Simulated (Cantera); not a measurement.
An adiabatic, constant-pressure homogeneous reactor starts with 10.8 % CH₄, 9.39 % O₂, 79.8 % N₂, at 1350 K and 0.640 bar.

Detailed kinetics in Cantera: GRI-Mech 3.0 (53 species, 325 reactions).

### Question
Predict: time of steepest temperature rise; temperature at 0.200 s; equilibrium temperature; x(CH₄) at 0.200 s; x(O₂) at 0.200 s; x(O) at 0.200 s.

### Answer
```
Property                                                              Result
---------------------------------  -----------------------------------------
time of steepest temperature rise                                    30.4 ms
temperature at 0.200 s                                                1916 K
equilibrium temperature                                               1914 K
x(CH₄) at 0.200 s                  0.000346 (gas-phase equilibrium 1.14e-10)
x(O₂) at 0.200 s                     7.74e-9 (gas-phase equilibrium 7.48e-9)
x(O) at 0.200 s                      3.64e-8 (gas-phase equilibrium 3.64e-8)
```
